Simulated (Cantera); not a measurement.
A closed system holds: 1 mol Pb, 3.1 mol CO, 0.47 mol H₂, at 1073 K and 5.03 Torr.

Cantera equilibrium calculation (NASA polynomials, part measured and part estimated; ideal gas, pure solids and liquids). Candidate condensed phases: C, C₆H₆, C₇H₈, C₈H₁₈, H₂O, Pb, PbO, PbO₂, Pb₃O₄; 113 gas species. The numbers say what is thermodynamically allowed, not how fast it happens.

Base state: CO 0.858, H₂ 0.130, Pb 0.0109, CO₂ 0.000695, H₂O 9.73e-5 (mole fractions); condensed: C(graphite) + Pb(l).

**Question.** What changes in the equilibrium state with this change: pressure from 5.03 Torr to 27.0 Torr?

**Answer.** 
```tsv
species	before	after
CO	0.858	0.862
H₂	0.130	0.131
CO₂	0.000695	0.00377
Pb	0.0109	0.00203
CH₄	5.22e-6	2.85e-5
H₂O	9.73e-5	0.000530
C(graphite), mol	0.00284	0.0152
Pb(l), mol	0.961	0.993
```
